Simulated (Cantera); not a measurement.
A perfectly stirred reactor is fed with NO : N₂ = 1 : 1.5 (molar parts), at 750 Torr; it is held at 1900 K, and followed from long to short residence time.

Detailed kinetics in Cantera: GRI-Mech 3.0 (53 species, 325 reactions).

Predict: x(NO) at τ = 9.40 s; x(O) at τ = 9.40 s; x(N₂O) at τ = 9.40 s; x(NO₂) at τ = 9.40 s; x(N₂) at τ = 9.40 s; x(NO) at τ = 95.0 ms; x(O) at τ = 95.0 ms; x(N₂O) at τ = 95.0 ms; x(NO₂) at τ = 95.0 ms; x(N₂) at τ = 95.0 ms.


```json
{
 "x(NO) at τ = 9.40 s": "0.107",
 "x(O) at τ = 9.40 s": "0.000116",
 "x(N₂O) at τ = 9.40 s": "5.07e-6",
 "x(NO₂) at τ = 9.40 s": "0.000184",
 "x(N₂) at τ = 9.40 s": "0.746",
 "x(NO) at τ = 95.0 ms": "0.383",
 "x(O) at τ = 95.0 ms": "3.66e-5",
 "x(N₂O) at τ = 95.0 ms": "6.47e-5",
 "x(NO₂) at τ = 95.0 ms": "0.000198",
 "x(N₂) at τ = 95.0 ms": "0.609"
}
```
